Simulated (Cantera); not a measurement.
Charge: 1 mol Fe2O3, 19 mol H2, held at 1425 K and 32.3 Torr.

Equilibrium computed with Cantera from the NASA thermochemical tables; the gas is ideal and each condensed phase is pure. Candidate condensed phases: Fe, FeO, Fe(OH)2, Fe(OH)3, Fe2O3, Fe3O4, H2O; 12 gas species. Equilibrium is a limit: real reactors are often held back by kinetics, nucleation or transport.

**Question.** What is the equilibrium state?

**Answer.** 
| Property | Value |
|---|---|
| x(H2) | 0.842 |
| x(H2O) | 0.158 |
| x(H) | 3.02e-5 |
| n(Fe(γ)) | 2.00 mol |
| gas amount | 19.00 mol |
| log10 activity of Fe(OH)2(s) (absent) | -7.98 |
| log10 activity of Fe(OH)3(s) (absent) | -14.29 |
